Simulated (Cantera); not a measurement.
Input: 1 mol SiO2, 3.8 mol BCl3, 15 mol N2, 5.2 mol F2, at 1525 °C and 133 Pa.

Method: chemical equilibrium by Gibbs-energy minimisation in Cantera with the NASA 1993 tables (ideal gas, pure condensed phases). Candidate condensed phases: B, BN, B2O3, Si, SiO2, Si2N2O, Si3N4; 57 gas species. The tables' values for SiF3, BOCl, BF2, SiCl3, SiF2 are old estimates; treat these amounts as uncertain. Kinetics and transport are ignored.

Base state: N2 0.493, Cl 0.348, BOF 0.0638, BF3 0.0555, SiF4 0.0249, SiF3 0.00292, BCl3 0.00245, SiCl4 0.00183 (mole fractions); condensed: gas only.

Task: What changes in the equilibrium state with this change: temperature from 1525 °C to 575 °C?

Result: 
```json
[
 {"species": "N2", "before": "0.493", "after": "0.626"},
 {"species": "Cl2", "before": "0.00165", "after": "0.217"},
 {"species": "BF3", "before": "0.0555", "after": "0.136"},
 {"species": "Cl", "before": "0.348", "after": "0.000343"},
 {"species": "BOF", "before": "0.0638", "after": "2.53e-5"},
 {"species": "SiF4", "before": "0.0249", "after": "0.00356"},
 {"species": "B3O3F3", "before": "<1e-9", "after": "0.00403"},
 {"species": "SiF3", "before": "0.00292", "after": "<1e-9"},
 {"species": "SiCl2", "before": "0.00148", "after": "<1e-9"},
 {"species": "BF2", "before": "0.00137", "after": "<1e-9"},
 {"species": "SiO2(β-quartz), mol", "before": "0", "after": "0.837"}
]
```
